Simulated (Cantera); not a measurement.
Mixture: 7.67 % CH₄, 14.2 % O₂, 78.1 % N₂, at 2900000 Pa, adiabatic and at constant volume. Ignition delay is the time to a rise of 400 K.

Cantera simulation using GRI-Mech 3.0 (53 species, 325 reactions); the numbers are that mechanism's predictions, not measurements. The pressure lies above the range GRI-Mech 3.0 was tuned for (to about 10 atm).

Q: Predict: delay at 1023 K; delay at 1098 K; delay at 1173 K; delay at 1248 K; delay at 1323 K; delay at 1398 K; delay at 1473 K; apparent activation energy between 1323 and 1473 K.

A: 
| Quantity | Value |
|---|---|
| delay at 1023 K | 24.1 ms |
| delay at 1098 K | 7.42 ms |
| delay at 1173 K | 2.72 ms |
| delay at 1248 K | 1.13 ms |
| delay at 1323 K | 0.511 ms |
| delay at 1398 K | 0.245 ms |
| delay at 1473 K | 0.123 ms |
| apparent activation energy between 1323 and 1473 K | 150 kJ/mol |
